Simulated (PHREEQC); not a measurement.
A column of 0.5 m (30 cells, dispersivity 0.018 m, 60 s a shift, diffusion coefficient 3e-10 m²/s) holds 0.038 eq of the database's cation exchanger X per kg of pore water, first in equilibrium with 0.00076 mol ZnSO4, 0.00075 mol LiCl and 1e-05 mol HCl per kg of water. It is flushed with 33 mmol/kgw CaCl2, 2.6 mmol/kgw NaCl and 0.01 mmol/kgw HCl, at 25 °C. Values are for the last cell. CO2 from the air is kept out. Nothing may precipitate in this run.

The numbers come from PHREEQC with the ion-association model, phreeqc.dat.

### Question
Predict Ca in solution (mol/kgw) at pore volumes = 1.483, 2.15, 3.217, 3.883.

### Answer
```csv
pore volumes,Ca in solution (mol/kgw)
1.483,0.0159
2.15,0.0302
3.217,0.0329
3.883,0.0330
```

Species that the database lacks are ignored.
